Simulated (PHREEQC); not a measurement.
Metal-bearing waste water: speciation

A solution holds 0.015 mol/kgw Al2(SO4)3, 0.26 mol/kgw ZnCl2, 0.4 mol/kgw H2SO4 and 0.23 mol/kgw NaCl, at 55 °C. Closed to the air; pH follows from the charge balance.

The numbers come from PHREEQC with the ion-association model, phreeqc.dat.

Precipitation was switched off in this run.

Problem. Estimate the pH, ionic strength, activity of water.

Solution. pH 0.49; ionic strength 1.22 mol/kgw; activity of water 0.968.

Problem. In which forms is S present?

Solution. HSO4- 81 %, SO4-2 8.0 %, AlSO4+ 3.9 %, ZnSO4 3.8 %, NaSO4- 1.6 %, Al(SO4)2- 1.3 % of the S.

Caution: at this ionic strength the ion-association model is outside its range; a Pitzer model would be the better tool where its parameters exist. Species that the database lacks are ignored. At this temperature some constants are extrapolated from 25 °C, and those without enthalpy data are left unchanged.
